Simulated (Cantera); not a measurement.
An adiabatic, constant-volume homogeneous reactor starts with CO : H2 : CH4 : O2 : N2 = 1 : 0.061 : 0.45 : 1.3 : 4.29 (molar parts), equivalence ratio 1.1, at 1200 K and 8250 Torr.

Cantera simulation using GRI-Mech 3.0 (53 species, 325 reactions); the numbers are that mechanism's predictions, not measurements. Above 3000 K some thermodynamic fits are extrapolated.

Predict: time of steepest temperature rise; temperature at 0.900 s; equilibrium temperature; x(CO) at 0.900 s; x(H2) at 0.900 s; x(NO) at 0.900 s.


- time of steepest temperature rise = 1.57 ms
- temperature at 0.900 s = 3097 K
- equilibrium temperature = 3097 K
- x(CO) at 0.900 s = 0.0845 (gas-phase equilibrium 0.0845)
- x(H2) at 0.900 s = 0.0105 (gas-phase equilibrium 0.0105)
- x(NO) at 0.900 s = 0.0134 (gas-phase equilibrium 0.0134)
